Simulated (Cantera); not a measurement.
An isothermal, constant-pressure homogeneous reactor starts with H2 : O2 : N2 = 1.8 : 1 : 3.5 (molar parts), at 975 K and 113 Torr. Integrator tolerance rtol = 1e-08.

Model: the H2/O2 subset of GRI-Mech 3.0, which has no nitrogen chemistry, integrated in Cantera. The temperature is held fixed by assumption; the heat of reaction is taken as removed at once.

Task: What does this change do: temperature 975 to 875 K?

Result: 
```
quantity                                             before                                     after
-----------------  ----------------------------------------  ----------------------------------------
x(H2) at 1.00 s    6.68e-6 (gas-phase equilibrium 2.59e-10)   0.0194 (gas-phase equilibrium 7.93e-12)
x(O2) at 1.00 s       0.0185 (gas-phase equilibrium 0.0185)     0.0280 (gas-phase equilibrium 0.0185)
x(H) at 1.00 s       3.13e-9 (gas-phase equilibrium <1e-12)    2.94e-7 (gas-phase equilibrium <1e-12)
x(O) at 1.00 s     4.47e-9 (gas-phase equilibrium 2.55e-11)    6.03e-8 (gas-phase equilibrium <1e-12)
x(H2O) at 1.00 s        0.333 (gas-phase equilibrium 0.333)       0.311 (gas-phase equilibrium 0.333)
x(HO2) at 1.00 s   1.45e-7 (gas-phase equilibrium 1.14e-10)  9.99e-6 (gas-phase equilibrium 1.74e-11)
x(H2O2) at 1.00 s  4.33e-9 (gas-phase equilibrium 3.56e-11)  4.47e-5 (gas-phase equilibrium 7.98e-12)
```
Below about 950 K walls govern HO2 and H2O2 in real vessels.
